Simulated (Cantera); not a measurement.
Feed: 1 mol Cr₂O₃, 8.7 mol H₂, 4.3 mol H₂O, at 40.0 Pa.

Method: chemical equilibrium by Gibbs-energy minimisation in Cantera with the NASA 1993 tables (ideal gas, pure condensed phases). Candidate condensed phases: Cr, Cr₂O₃, H₂O; 13 gas species. The numbers say what is thermodynamically allowed, not how fast it happens. All values below are at 1375 °C.

Base state: H₂ 0.666, H₂O 0.330, H 0.00363, OH 8.09e-5, Cr 1.06e-5 (mole fractions); condensed: Cr₂O₃(s).

Question: What changes in the equilibrium state with this change: Cr₂O₃ replaced by Al₂O₃?

Answer: 
```tsv
species	before	after
H₂	0.666	0.666
H₂O	0.330	0.330
H	0.00363	0.00363
Cr	1.06e-5	0
OH	8.09e-5	8.09e-5
Cr₂O₃(s), mol	1.000	0
Al₂O₃(s), mol	0	1.00
```
Further candidate phases: Al, Al₂O₃.

Question: What changes in the equilibrium state with this change: pressure from 40.0 Pa to 2.60 bar?

Answer: 
```csv
species,before,after
H₂,0.666,0.669
H₂O,0.330,0.331
H,0.00363,4.52e-5
Cr,1.06e-5,1.64e-9
OH,8.09e-5,1.00e-6
"Cr₂O₃(s), mol",1.000,1.00
```
